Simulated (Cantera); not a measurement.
A closed system holds: 1 mol SiH₂Cl₂, 11 mol NH₃, 17 mol N₂, held at 1473.15 K.

These are equilibrium values from Cantera (NASA tables, ideal gas, pure condensed phases), not measurements of a reactor. Candidate condensed phases: NH₄Cl, Si, Si₃N₄; 28 gas species. Kinetics and transport are ignored.

Which condensed phases are stable at each of these points (P (Pa)): 5, 15, 45, 140, 410, 1200, 3700, 11000, 33000, 100000?


```csv
P (Pa),condensed phases,Si condensed (%)
5,Si(s),66.2
15,Si₃N₄(s),77.7
45,Si₃N₄(s),86.6
140,Si₃N₄(s),92.8
410,Si₃N₄(s),96.2
1200,Si₃N₄(s),98.0
3700,Si₃N₄(s),99.0
11000,Si₃N₄(s),99.5
33000,Si₃N₄(s),99.7
100000,Si₃N₄(s),99.8
```

At 5.00 Pa the condensed part is Si(s). From 15.0 Pa to 100000 Pa the condensed part is Si₃N₄(s).
